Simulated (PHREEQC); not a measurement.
## Leach liquor: speciation

Consider water at 75 °C with 0.0069 mol HCl and 0.032 mol LiCl per kg of water. It is in equilibrium with CO2 at log p = -3.4 (atm). Otherwise closed; pH follows from the charge balance.

Computed with PHREEQC (ion-association model, phreeqc.dat).

* **pH**: 2.23
* **ionic strength**: 0.0389 mol/kgw
* **specific conductance**: 13600 µS/cm
* **total alkalinity**: -6.90 meq/kg

```csv
species,molality,activity,log γ
Cl-,0.0389,0.0317,-0.089
Li+,0.0320,0.0266,-0.080
H+,0.00690,0.00588,-0.070
CO2,5.28e-6,5.33e-6,0.004
```

No solid was allowed to form. At this temperature some constants are extrapolated from 25 °C, and those without enthalpy data are left unchanged.
